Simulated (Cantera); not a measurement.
## Gas-phase reforming

An isothermal, constant-pressure homogeneous reactor starts with CH4 : H2O = 1 : 4.4 (molar parts), at 1275 K and 548 Torr.

Detailed kinetics in Cantera: GRI-Mech 3.0 (53 species, 325 reactions).

| t (s) | x CH4 | x H2O | x CH3 | x O2 | x CH2CO |
|---|---|---|---|---|---|
| 3.00e-5 | 0.185 | 0.815 | 3.44e-8 | <1e-12 | <1e-12 |
| 8.66e-5 | 0.185 | 0.815 | 9.99e-8 | <1e-12 | <1e-12 |
| 0.000250 | 0.185 | 0.815 | 2.89e-7 | <1e-12 | <1e-12 |
| 0.000721 | 0.185 | 0.815 | 8.21e-7 | <1e-12 | <1e-12 |
| 0.00208 | 0.185 | 0.815 | 2.11e-6 | <1e-12 | <1e-12 |
| 0.00600 | 0.185 | 0.815 | 3.53e-6 | <1e-12 | <1e-12 |
| 0.0173 | 0.185 | 0.815 | 3.89e-6 | <1e-12 | <1e-12 |
| 0.0500 | 0.185 | 0.815 | 4.41e-6 | <1e-12 | <1e-12 |
| 0.144 | 0.185 | 0.815 | 5.52e-6 | <1e-12 | 3.25e-11 |
| 0.416 | 0.185 | 0.815 | 7.08e-6 | <1e-12 | 2.37e-9 |
| 1.20 | 0.183 | 0.814 | 7.79e-6 | <1e-12 | 9.31e-8 |
| 3.47 | 0.180 | 0.812 | 7.51e-6 | <1e-12 | 1.16e-6 |
| 10.0 | 0.171 | 0.805 | 6.77e-6 | <1e-12 | 4.43e-6 |
x: mole fraction; the columns are a selection and need not sum to one.

Equilibrium at this temperature and pressure: CH4 1.11e-6, H2O 0.412, CH3 2.79e-11, O2 <1e-12, CH2CO <1e-12 (gas phase only).
